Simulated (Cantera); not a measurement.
What does this Cantera script print?

```python
import numpy as np
import cantera as ct

gas_names = """
    B BCL BCL2 BCL3 BH BH2 BH3 BO BOCL BO2 B2 B2O B2O2 B2O3 B3O3CL3 B3O3H3 CL CLO CL2 H HBO HBO2 HCL
    HOCL HO2 H2 H2O H2O2 H3B3O6 O OH O2 O3
""".split()
cond_names = """
    B(b) B(L) B2O3(L) B3O3H3(cr) H2O(s) H2O(L)
""".split()


# ... load() reads the species with a 1 bar reference pressure and builds the phases ...
atoms = {
    'B2O3': {'B': 2, 'O': 3},
    'Cl2': {'CL': 2},
    'H2': {'H': 2},
}
top_T = {}  # K; cautious upper limits of use, not melting points


# ... equilibrate(T, P, feed) seeds the gas with the atoms and calls Mixture.equilibrate('TP', solver="vcs", rtol=1e-11, max_steps=5000) ...
results = []
T = 1648.15  # K
P = 16000  # Pa
for m in [0.69, 1.1, 1.7, 2.7, 4.2, 6.6, 10, 16, 26]:
    feed = {'B2O3': 1, 'Cl2': m, 'H2': 1.4}  # mol
    mix = equilibrate(T, P, feed)
    results.append((T, P, feed, dict(zip(mix.species_names, mix.species_moles))))

top = {s: max(r[3][s] / sum(r[3][g] for g in gas_names) for r in results) for s in gas_names}
cols = sorted((s for s in top if top[s] > 1e-06), key=lambda s: -top[s])[:9]
seen = [c for c in cond_names if any(r[3].get(c, 0) > 1e-12 for r in results)]
print("log10 of partial pressures in bar; condensed amounts in mol")
print(f"{'n(Cl2)':>10s}" + "".join(f"{s[:9]:>10s}" for s in cols + seen))
for T, P, feed, n in results:
    ng = sum(n[g] for g in gas_names)
    print(f"{feed['Cl2']:10.4g}" + "".join(f"{np.log10(max(n[s] / ng * P / 1e5, 1e-99)):10.3f}" for s in cols)
          + "".join(f"{n.get(c, 0):10.4g}" for c in seen))
```

Output:

```
log10 of partial pressures in bar; condensed amounts in mol
    n(Cl2)       HCL       CL2        H2        CL      BOCL      HBO2        O2      BCL3       HBO   B2O3(L)
      0.69    -0.986    -7.333    -1.272    -4.505    -3.102    -2.914   -14.592    -3.902    -3.457    0.9781
       1.1    -0.861    -6.633    -1.723    -4.155    -3.025    -2.867   -13.501    -3.671    -3.956     0.972
       1.7    -0.868    -2.091    -6.278    -1.884    -3.009    -2.890    -4.482    -3.621    -8.488    0.9648
       2.7    -1.007    -1.490    -7.158    -1.583    -2.961    -3.077    -3.470    -3.479    -9.181    0.9532
       4.2    -1.153    -1.276    -7.664    -1.477    -2.916    -3.268    -3.224    -3.343    -9.496    0.9328
       6.6    -1.316    -1.156    -8.108    -1.417    -2.886    -3.461    -3.105    -3.253    -9.747     0.899
        10    -1.474    -1.090    -8.492    -1.384    -2.868    -3.637    -3.043    -3.200    -9.955    0.8505
        16    -1.661    -1.043    -8.913    -1.360    -2.855    -3.837    -3.000    -3.161   -10.176    0.7647
        26    -1.861    -1.013    -9.342    -1.345    -2.847    -4.045    -2.974    -3.136   -10.397    0.6216
```

Method: chemical equilibrium by Gibbs-energy minimisation in Cantera with the NASA 1993 tables (ideal gas, pure condensed phases). The tables' values for BOCl, BCl2 are old estimates; treat these amounts as uncertain. Gases not in the tables: H3BO3, BHCl2.
